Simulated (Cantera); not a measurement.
A perfectly stirred reactor is fed with 34.7 % CO, 2.98 % H₂, 13.1 % O₂, 49.2 % N₂, equivalence ratio 1.4, at 8250 Torr; it is adiabatic with a 498 K inlet, and is followed from long to short residence time, starting on the burning branch (τ in s: 0.2, 0.065, 0.022, 0.0073, 0.0025, 0.00082, 0.00028, 9.2e-05, 3.1e-05, 1e-05).

Cantera simulation using GRI-Mech 3.0 (53 species, 325 reactions); the numbers are that mechanism's predictions, not measurements. The hydrogen kinetics of GRI-Mech 3.0 are dated; newer H2 mechanisms differ, most at raised pressure.

x: mole fraction; the columns are a selection and need not sum to one.

| τ (s) | T (K) | x CO | x H₂ | x O₂ | x N₂O | x H₂O | x H | x H₂O₂ |
|---|---|---|---|---|---|---|---|---|
| 0.20 | 2532 | 0.132 | 0.00245 | 0.000743 | 1.92e-7 | 0.0310 | 0.000443 | 2.13e-8 |
| 0.065 | 2531 | 0.132 | 0.00245 | 0.000806 | 1.99e-7 | 0.0309 | 0.000459 | 2.25e-8 |
| 0.022 | 2527 | 0.133 | 0.00246 | 0.000978 | (withheld) | 0.0308 | 0.000502 | 2.59e-8 |
| 0.0073 | 2518 | 0.134 | 0.00248 | 0.00144 | (withheld) | 0.0306 | 0.000609 | 3.45e-8 |
| 0.0025 | 2498 | 0.136 | 0.00252 | 0.00252 | (withheld) | 0.0302 | 0.000831 | 5.29e-8 |
| 0.00082 | 2456 | 0.140 | 0.00262 | 0.00488 | (withheld) | 0.0294 | 0.00128 | 8.98e-8 |
| 0.00028 | 2384 | 0.148 | 0.00281 | 0.00897 | (withheld) | 0.0281 | 0.00206 | 1.52e-7 |
| 9.2e-5 | 2267 | 0.161 | 0.00310 | 0.0153 | (withheld) | 0.0264 | 0.00349 | 2.66e-7 |
| 3.1e-5 | 2106 | 0.177 | 0.00342 | 0.0235 | 9.89e-7 | 0.0244 | 0.00567 | 4.84e-7 |
| 1.0e-5 | 1852 | 0.206 | 0.00359 | 0.0388 | (withheld) | 0.0232 | 0.00733 | 1.17e-6 |

### Question
Fill in the missing entries.

### Answer

- 0.022, x N₂O: 2.20e-7
- 0.0073, x N₂O: 2.71e-7
- 0.0025, x N₂O: 3.69e-7
- 0.00082, x N₂O: 5.31e-7
- 0.00028, x N₂O: 7.21e-7
- 9.2e-5, x N₂O: 8.90e-7
- 1.0e-5, x N₂O: 1.07e-6
